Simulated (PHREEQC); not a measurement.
PHREEQC input (Pitzer model, pitzer.dat):

```
SOLUTION 1
  temp 25
  units mol/kgw
  pH 7 charge
  Cl 0.029
  Na 0.113
  S(6) 0.03
END
USE solution 1
INCREMENTAL_REACTIONS false
REACTION 1
  H2O -1
  0 9.886 18.011 24.689 30.178 34.689 38.397 41.444
  43.949 46.007 47.699 49.089 50.232 51.172 51.944 52.578
  53.1 53.528 53.88 54.17 54.408 54.603 54.764 54.896
  55.005 55.094 55.168 55.228 moles
EQUILIBRIUM_PHASES 1
  Halite 0 0
  Mirabilite 0 0
  Thenardite 0 0
SELECTED_OUTPUT 1
  -reset false
  -pH true
  -pe true
  -ionic_strength true
  -water true
  -activities H2O
  -totals Cl Na S
  -molalities H+ Na+ Cl- SO4-2 OH- HSO4-
  -equilibrium_phases Halite Mirabilite Thenardite
PRINT
  -reset false
END
```

Selected output (columns that matter, 14 of 28 rows; water left (kg) added in front):

```
water left (kg)	pH	mu	Cl	Na	S	m_Na+	m_Cl-	m_SO4-2	m_OH-	la_H2O	Halite	Mirabilite	Thenardite
1	12.245	0.143	0.029	0.113	0.03	0.113	0.029	0.03	0.024	-0.001345	0	0	0
0.675514	12.398	0.21169	0.04293	0.16728	0.044411	0.16728	0.04293	0.044411	0.035529	-0.001962	0	0	0
0.456313	12.55	0.31338	0.063553	0.24764	0.065744	0.24764	0.063553	0.065744	0.052595	-0.0028624	0	0	0
0.30824	12.702	0.46392	0.094083	0.3666	0.097327	0.3666	0.094083	0.097327	0.077861	-0.0041773	0	0	0
0.208215	12.855	0.68679	0.13928	0.54271	0.14408	0.54271	0.13928	0.14408	0.11527	-0.006101	0	0	0
0.140655	13.01	1.0167	0.20618	0.80339	0.21329	0.80339	0.20618	0.21329	0.17063	-0.0089254	0	0	0
0.0950203	13.168	1.5049	0.3052	1.1892	0.31572	1.1892	0.3052	0.31572	0.25258	-0.013109	0	0	0
0.0527548	13.421	2.7107	0.54971	2.142	0.56867	2.142	0.54971	0.56867	0.45494	-0.023784	0	0	0
0.0356396	13.608	4.0124	0.8137	3.1706	0.84176	3.1706	0.8137	0.84176	0.67341	-0.036327	0	0	0
0.0240733	13.822	5.9402	1.2047	4.694	1.2462	4.694	1.2047	1.2462	0.99696	-0.057617	0	0	0
0.015393	14.097	8.1855	1.884	6.6047	1.5808	6.6047	1.884	1.5808	1.5592	-0.093973	0	0.0048811	0.0007859
0.0109937	14.29	7.8737	2.6379	6.8561	1.0176	6.8561	2.6379	1.0176	2.1831	-0.11393	0	0	0.018813
0.0074265	14.571	8.4369	3.9049	8.0035	0.43344	8.0035	3.9049	0.43344	3.2317	-0.16198	0	0	0.026781
0.00501235	14.955	9.0938	3.4794	8.8184	0.2754	8.8184	3.4794	0.2754	4.7882	-0.19812	0.01156	0	0.02862
```
